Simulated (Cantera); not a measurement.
An adiabatic, constant-pressure homogeneous reactor starts with H2 : O2 : N2 = 1 : 0.385 : 1.45 (molar parts), equivalence ratio 1.3, at 1525 K and 7500 Torr. Integrator tolerance rtol = 1e-08.

Computed with Cantera and GRI-Mech 3.0 (53 species, 325 reactions). The hydrogen kinetics of GRI-Mech 3.0 are dated; newer H2 mechanisms differ, most at raised pressure. Above 3000 K some thermodynamic fits are extrapolated.

Problem. What does this change do: O2 0.385 to 0.2 parts?

Solution. 
```tsv
quantity	before	after
time of steepest temperature rise	1.35 µs	2.11 µs
temperature at 0.300 s	3073 K	2559 K
equilibrium temperature	3073 K	2559 K
x(H2) at 0.300 s	0.103 (gas-phase equilibrium 0.103)	0.242 (gas-phase equilibrium 0.242)
x(O2) at 0.300 s	0.00238 (gas-phase equilibrium 0.00238)	2.80e-6 (gas-phase equilibrium 2.80e-6)
x(H) at 0.300 s	0.0201 (gas-phase equilibrium 0.0201)	0.00508 (gas-phase equilibrium 0.00508)
x(NO) at 0.300 s	0.00474 (gas-phase equilibrium 0.00474)	8.06e-5 (gas-phase equilibrium 8.06e-5)
x(HO2) at 0.300 s	4.93e-6 (gas-phase equilibrium 4.93e-6)	8.28e-9 (gas-phase equilibrium 8.28e-9)
x(H2O) at 0.300 s	0.275 (gas-phase equilibrium 0.275)	0.162 (gas-phase equilibrium 0.162)
x(NO2) at 0.300 s	8.76e-7 (gas-phase equilibrium 8.76e-7)	7.78e-10 (gas-phase equilibrium 7.78e-10)
```

Problem. What does this change do: initial temperature 1525 to 1148 K?

Solution. 
```json
[
 {"quantity": "time of steepest temperature rise", "before": "1.35 µs", "after": "0.257 ms"},
 {"quantity": "temperature at 0.300 s", "before": "3073 K", "after": "2897 K"},
 {"quantity": "equilibrium temperature", "before": "3073 K", "after": "2897 K"},
 {"quantity": "x(H2) at 0.300 s", "before": "0.103 (gas-phase equilibrium 0.103)", "after": "0.0971 (gas-phase equilibrium 0.0971)"},
 {"quantity": "x(O2) at 0.300 s", "before": "0.00238 (gas-phase equilibrium 0.00238)", "after": "0.000914 (gas-phase equilibrium 0.000914)"},
 {"quantity": "x(H) at 0.300 s", "before": "0.0201 (gas-phase equilibrium 0.0201)", "after": "0.0113 (gas-phase equilibrium 0.0113)"},
 {"quantity": "x(NO) at 0.300 s", "before": "0.00474 (gas-phase equilibrium 0.00474)", "after": "0.00239 (gas-phase equilibrium 0.00239)"},
 {"quantity": "x(HO2) at 0.300 s", "before": "4.93e-6 (gas-phase equilibrium 4.93e-6)", "after": "1.80e-6 (gas-phase equilibrium 1.80e-6)"},
 {"quantity": "x(H2O) at 0.300 s", "before": "0.275 (gas-phase equilibrium 0.275)", "after": "0.295 (gas-phase equilibrium 0.295)"},
 {"quantity": "x(NO2) at 0.300 s", "before": "8.76e-7 (gas-phase equilibrium 8.76e-7)", "after": "3.10e-7 (gas-phase equilibrium 3.10e-7)"}
]
```
